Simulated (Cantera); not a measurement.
A Cantera script and what it prints.

```python
import numpy as np
import cantera as ct

gas_names = """
    CL CL2 H HCL H2 Si SiCL SiCL2 SiCL3 SiCL4 SiH SiHCL3 SiH2 SiH2CL2 SiH3 SiH3CL SiH4 Si2 Si3
""".split()
cond_names = """
    Si(cr) Si(L)
""".split()


# ... load() reads the species with a 1 bar reference pressure and builds the phases ...
atoms = {
    'Si2H6': {'Si': 2, 'H': 6},
    'HCl': {'H': 1, 'CL': 1},
    'H2': {'H': 2},
}
top_T = {}  # K; cautious upper limits of use, not melting points


# ... equilibrate(T, P, feed) seeds the gas with the atoms and calls Mixture.equilibrate('TP', solver="vcs", rtol=1e-11, max_steps=5000) ...
results = []
feed = {'Si2H6': 1, 'HCl': 0.43, 'H2': 180}  # mol
P = 13000  # Pa
for T in [825, 975, 1125, 1275, 1425, 1575, 1725]:
    mix = equilibrate(T, P, feed)
    results.append((T, P, feed, dict(zip(mix.species_names, mix.species_moles))))
    x = sorted(zip(gas.X, gas.species_names), reverse=True)
    print(f"T = {T:g} K  P = {P:g} Pa  gas = {mix.phase_moles(0):.4g} mol")
    print("   x: " + "  ".join(f"{s} {v:.3e}" for v, s in x if v > 0.0001))
    print("   condensed (mol): " + ("  ".join(f"{mix.phase(i).name} {mix.phase_moles(i):.4g}"
          for i in range(1, mix.n_phases) if mix.phase_moles(i) > 1e-12) or "none"))
```

It prints:

```
T = 825 K  P = 13000 Pa  gas = 183.3 mol
   x: H2 9.988e-01  HCL 6.661e-04  SiHCL3 3.060e-04  SiCL4 1.650e-04
   condensed (mol): Si(cr) 1.904
T = 975 K  P = 13000 Pa  gas = 183.4 mol
   x: H2 9.979e-01  HCL 1.994e-03
   condensed (mol): Si(cr) 1.978
T = 1125 K  P = 13000 Pa  gas = 183.4 mol
   x: H2 9.977e-01  HCL 2.303e-03
   condensed (mol): Si(cr) 1.997
T = 1275 K  P = 13000 Pa  gas = 183.4 mol
   x: H2 9.977e-01  HCL 2.314e-03
   condensed (mol): Si(cr) 1.997
T = 1425 K  P = 13000 Pa  gas = 183.4 mol
   x: H2 9.977e-01  HCL 2.311e-03
   condensed (mol): Si(cr) 1.997
T = 1575 K  P = 13000 Pa  gas = 183.4 mol
   x: H2 9.976e-01  HCL 2.307e-03  H 1.151e-04
   condensed (mol): Si(cr) 1.996
T = 1725 K  P = 13000 Pa  gas = 183.5 mol
   x: H2 9.971e-01  HCL 2.305e-03  H 5.144e-04
   condensed (mol): Si(L) 1.991
```

These are equilibrium values from Cantera (NASA tables, ideal gas, pure condensed phases), not measurements of a reactor. The feed counts by its element totals alone. Gases not in the tables: Si2H6 and higher silanes.
